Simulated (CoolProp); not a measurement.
Aqueous magnesium chloride as a coolant, 4 % by mass, freezing at -2.3 °C, 1 atm.

Computed with CoolProp (Melinder's fits for secondary coolants).

| T (°C) | viscosity (mPa s) | cp (kJ/(kg K)) | density (kg/m³) | Prandtl number |
|---|---|---|---|---|
| -0.6 | 2.19 | 3.938 | 1035 | 15.6 |
| 2.2 | … | 3.939 | 1035 | 14.0 |
| 5 | 1.80 | 3.941 | 1034 | 12.6 |
| 7.8 | 1.65 | 3.942 | 1034 | 11.5 |
| 10.6 | 1.52 | 3.944 | 1034 | 10.5 |
| 13.4 | 1.41 | 3.946 | 1033 | 9.59 |
| 16.3 | 1.30 | 3.948 | 1032 | 8.81 |
| 19.1 | 1.21 | 3.951 | 1032 | 8.15 |
| 21.9 | 1.13 | 3.953 | 1031 | 7.56 |
| 24.7 | 1.06 | 3.956 | 1030 | 7.04 |
| 27.5 | … | 3.959 | 1029 | 6.57 |
| 30.3 | 0.940 | 3.961 | 1029 | 6.15 |
| 33.1 | 0.887 | 3.964 | … | 5.76 |

Q: Fill in the missing entries.

A: 
- 2.2, viscosity (mPa s): 1.98
- 27.5, viscosity (mPa s): 0.999
- 33.1, density (kg/m³): 1028
